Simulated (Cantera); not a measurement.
Input (Python, Cantera) and output of one run.

```python
import numpy as np
import cantera as ct

gas_names = """
    H HNO HNO2 HNO3 HO2 H2 H2O H2O2 N NH NH2 NH3 NH2OH NO NO2 NO3 N2 N2H2 N2H4 N2O O OH O2 O3 Si SiH
    SiH2 SiH3 SiH4 SiN SiO SiO2 Si2 Si2N Si3
""".split()
cond_names = """
    H2O(s) H2O(L) Si(cr) Si(L) SiO2(Lqz) SiO2(hqz) SiO2(L) Si2N2O(s) Si3N4(a)
""".split()


# ... load() reads the species with a 1 bar reference pressure and builds the phases ...
atoms = {
    'Si': {'Si': 1},
    'H2O': {'H': 2, 'O': 1},
    'N2': {'N': 2},
}
top_T = {'Si2N2O(s)': 2100, 'Si3N4(a)': 2400}  # K; cautious upper limits of use, not melting points


# ... equilibrate(T, P, feed) seeds the gas with the atoms and calls Mixture.equilibrate('TP', solver="vcs", rtol=1e-11, max_steps=5000) ...
results = []
feed = {'Si': 1, 'H2O': 0.085, 'N2': 3.2}  # mol
P = 0.45  # Pa
for T in [1275, 1350, 1425, 1500, 1575, 1650, 1725]:
    mix = equilibrate(T, P, feed)
    results.append((T, P, feed, dict(zip(mix.species_names, mix.species_moles))))

top = {s: max(r[3][s] / sum(r[3][g] for g in gas_names) for r in results) for s in gas_names}
cols = sorted((s for s in top if top[s] > 1e-05), key=lambda s: -top[s])[:6]
seen = [c for c in cond_names if any(r[3].get(c, 0) > 1e-12 for r in results)]
print("log10 of partial pressures in bar; condensed amounts in mol")
print(f"{'T/K':>10s}" + "".join(f"{s[:9]:>10s}" for s in cols + seen))
for T, P, feed, n in results:
    ng = sum(n[g] for g in gas_names)
    print(f"{T:10.4g}" + "".join(f"{np.log10(max(n[s] / ng * P / 1e5, 1e-99)):10.3f}" for s in cols)
          + "".join(f"{n.get(c, 0):10.4g}" for c in seen))
```

Output:

```
log10 of partial pressures in bar; condensed amounts in mol
       T/K        N2        Si        H2       SiO         H       Si2    Si(cr) Si2N2O(s)  Si3N4(a)
      1275    -5.361   -11.538    -6.841    -9.279    -9.553   -16.078         0   0.08469    0.2768
      1350    -5.362    -9.960    -6.843    -7.957    -9.044   -13.632         0   0.07848    0.2788
      1425    -5.370    -8.793    -6.950    -6.945    -8.641   -11.931    0.9138         0         0
      1500    -5.371    -7.978    -6.958    -6.946    -8.233   -10.871     0.907         0         0
      1575    -5.376    -7.241    -6.978    -6.951    -7.871    -9.913    0.8707         0         0
      1650    -5.398    -6.572    -7.034    -6.973    -7.559    -9.044    0.6974         0         0
      1725    -5.475    -6.026    -7.186    -7.051    -7.324    -8.380         0         0         0
```

These are equilibrium values from Cantera (NASA tables, ideal gas, pure condensed phases), not measurements of a reactor. N2 is the only nitrogen source here; it is nearly inert below about 1500 K, so the nitride shown seldom forms there in practice. Mutual solubility and eutectic melting of coexisting phases are not modelled. The tables' values for SiN are old estimates; treat these amounts as uncertain.
